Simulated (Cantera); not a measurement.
# Ignition delay

Mixture: CH4 : C2H6 : O2 : N2 = 1 : 0.3 : 1.79 : 6.75 (molar parts), equivalence ratio 1.7, at 27.0 bar, adiabatic and at constant pressure. Ignition delay is the time to a rise of 400 K.

Computed with Cantera and GRI-Mech 3.0 (53 species, 325 reactions). The pressure lies above the range GRI-Mech 3.0 was tuned for (to about 10 atm).

```tsv
T0 (K)	delay (ms)
1175	0.482
1250	0.172
1325	0.0708
1400	0.0333
1475	0.0175
1550	0.00999
```

```
Property                                                 Value
--------------------------------------------------  ----------
apparent activation energy between 1400 and 1550 K  140 kJ/mol
```
